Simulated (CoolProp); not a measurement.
A single-stage vapour-compression cycle with R143a: evaporating at 243.15 K (dew point), condensing at 310.15 K (bubble point), superheat 5 K, subcooling 2 K, compressor efficiency 0.65, no pressure losses. Each further row changes one setting.

Model: reference Helmholtz-energy equation of state, Lemmon and Jacobsen 2000, in CoolProp.

```csv
case,cooling COP,pressure ratio,discharge temperature (K),refrigerating effect (kJ/kg),volumetric capacity (kJ/m³)
as stated,1.55,7.93,348.0,120,1130
evaporating temperature 248.15 K,1.77,6.52,344.5,123,1400
condensing temperature 305.15 K,1.77,7.02,341.7,128,1210
subcooling 7 K,1.67,7.93,348.0,128,1210
superheat 15 K,1.58,7.93,359.1,129,1160
compressor efficiency 0.55,1.31,7.93,359.4,120,1130
```
